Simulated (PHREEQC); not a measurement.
## Spent oxide etchant: speciation

A solution holds 0.002 mol HF, 0.00015 mol H2SiF6, 0.17 mol H3BO3 and 0.0057 mol H2SO4 per kg of water, at 25 °C. Closed to the air; pH follows from the charge balance.

Equilibrium calculation in PHREEQC: ion-association model, phreeqc.dat.

No solid was allowed to form.

### Question
What pH, ionic strength does the model give?

### Answer
pH 2.05; ionic strength 0.0135 mol/kgw.

### Question
In which forms is F present?

### Answer
BF4- 40 %, HF 27 %, BF2(OH)2- 17 %, BF3OH- 14 %, F- 2.2 % of the F.

Examples of supersaturated solids here: Quartz (slow to form). Others may be too. Complexes and solids missing from the database can't appear. SiF6-2 is the database's only silicon fluoride. Real BF4- forms and hydrolyses slowly; the run takes it at equilibrium.
